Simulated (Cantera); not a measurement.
A perfectly stirred reactor is fed with C₃H₈ : O₂ : N₂ = 1 : 3.33 : 12.5 (molar parts), at 4.00 bar; it is adiabatic with a 548 K inlet, and is followed from long to short residence time, starting on the burning branch (τ in s: 0.25, 0.093, 0.034, 0.012, 0.0045, 0.0017, 0.00061, 0.00022, 8.1e-05).

Computed with Cantera and GRI-Mech 3.0 (53 species, 325 reactions). GRI-Mech 3.0 was tuned for natural gas; its chemistry of propane as a main component is partial and can be far from experiment.

What does this change do: inlet temperature 548 to 450 K?


```tsv
quantity	before	after
blow-out, bracketed by the residence times tried	burning at 81.0 µs, the shortest tried	burning at 0.220 ms, out at 81.0 µs
x(C₃H₈) at τ = 0.250 s	6.76e-8	1.01e-7
x(O₂) at τ = 0.250 s	1.62e-5	2.39e-5
x(OH) at τ = 0.250 s	0.000197	0.000117
x(HO₂) at τ = 0.250 s	5.38e-9	7.03e-9
x(CH₃) at τ = 0.250 s	8.53e-6	1.45e-5
x(C₃H₈) at τ = 4.50 ms	2.88e-6	4.44e-6
x(O₂) at τ = 4.50 ms	0.000462	0.000739
x(OH) at τ = 4.50 ms	0.000370	0.000228
x(HO₂) at τ = 4.50 ms	1.94e-7	3.05e-7
x(CH₃) at τ = 4.50 ms	0.000177	0.000260
```

What does this change do: 0.24 parts H2 added?


```tsv
quantity	before	after
blow-out, bracketed by the residence times tried	burning at 81.0 µs, the shortest tried	burning at 81.0 µs, the shortest tried
x(C₃H₈) at τ = 0.250 s	6.76e-8	7.23e-8
x(O₂) at τ = 0.250 s	1.62e-5	1.65e-5
x(OH) at τ = 0.250 s	0.000197	0.000163
x(HO₂) at τ = 0.250 s	5.38e-9	5.30e-9
x(CH₃) at τ = 0.250 s	8.53e-6	1.06e-5
x(C₃H₈) at τ = 4.50 ms	2.88e-6	3.21e-6
x(O₂) at τ = 4.50 ms	0.000462	0.000523
x(OH) at τ = 4.50 ms	0.000370	0.000291
x(HO₂) at τ = 4.50 ms	1.94e-7	2.11e-7
x(CH₃) at τ = 4.50 ms	0.000177	0.000225
```
